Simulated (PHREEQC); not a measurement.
BaCl2 is added in steps, without added water, to 1 kg of water holding 0.074 mol HBr, 3.9e-05 mol FeCl3 and 4.3e-05 mol CuCl2, at 55 °C. Oxygen alone is held at its pressure in air (log pO2 = -0.68). No CO2 enters from the air. Solids allowed: Hematite, Cu(OH)2, Atacamite. Others were left out.

Base run: PHREEQC, ion-association model, wateq4f.dat. Each further column changes one thing. The table gives CuCl+ (mol/kgw).

```json
[
 {"BaCl2 added (mol)": "0", "base": "3.69e-8", "FeCl3 left out": "1.56e-8", "CuCl2 from 4.3e-05 to 8.6e-05 mol/kgw": "1.05e-7", "FeCl3 from 3.9e-05 to 7.8e-06 mol/kgw": "1.99e-8", "no solid may form": "3.68e-8"},
 {"BaCl2 added (mol)": "0.033", "base": "7.62e-6", "FeCl3 left out": "7.62e-6", "CuCl2 from 4.3e-05 to 8.6e-05 mol/kgw": "1.53e-5", "FeCl3 from 3.9e-05 to 7.8e-06 mol/kgw": "7.62e-6", "no solid may form": "7.62e-6"},
 {"BaCl2 added (mol)": "0.077", "base": "1.26e-5", "FeCl3 left out": "1.26e-5", "CuCl2 from 4.3e-05 to 8.6e-05 mol/kgw": "2.52e-5", "FeCl3 from 3.9e-05 to 7.8e-06 mol/kgw": "1.26e-5", "no solid may form": "1.26e-5"},
 {"BaCl2 added (mol)": "0.11", "base": "1.50e-5", "FeCl3 left out": "1.50e-5", "CuCl2 from 4.3e-05 to 8.6e-05 mol/kgw": "3.00e-5", "FeCl3 from 3.9e-05 to 7.8e-06 mol/kgw": "1.50e-5", "no solid may form": "1.50e-5"},
 {"BaCl2 added (mol)": "0.143", "base": "1.68e-5", "FeCl3 left out": "1.68e-5", "CuCl2 from 4.3e-05 to 8.6e-05 mol/kgw": "3.36e-5", "FeCl3 from 3.9e-05 to 7.8e-06 mol/kgw": "1.68e-5", "no solid may form": "1.68e-5"},
 {"BaCl2 added (mol)": "0.187", "base": "1.86e-5", "FeCl3 left out": "1.86e-5", "CuCl2 from 4.3e-05 to 8.6e-05 mol/kgw": "3.73e-5", "FeCl3 from 3.9e-05 to 7.8e-06 mol/kgw": "1.86e-5", "no solid may form": "1.86e-5"},
 {"BaCl2 added (mol)": "0.22", "base": "1.97e-5", "FeCl3 left out": "1.97e-5", "CuCl2 from 4.3e-05 to 8.6e-05 mol/kgw": "3.95e-5", "FeCl3 from 3.9e-05 to 7.8e-06 mol/kgw": "1.97e-5", "no solid may form": "1.97e-5"}
]
```

The ionic strength passes 0.7 mol/kgw, the rough limit of the ion-association models, in part of: base; FeCl3 left out; CuCl2 from 4.3e-05 to 8.6e-05 mol/kgw; FeCl3 from 3.9e-05 to 7.8e-06 mol/kgw; no solid may form. At this temperature some constants are extrapolated from 25 °C, and those without enthalpy data are left unchanged. In at least one series the solution becomes supersaturated in solids that the run did not let form, among them Hematite. Solids allowed in the column 'FeCl3 left out': Cu(OH)2, Atacamite.
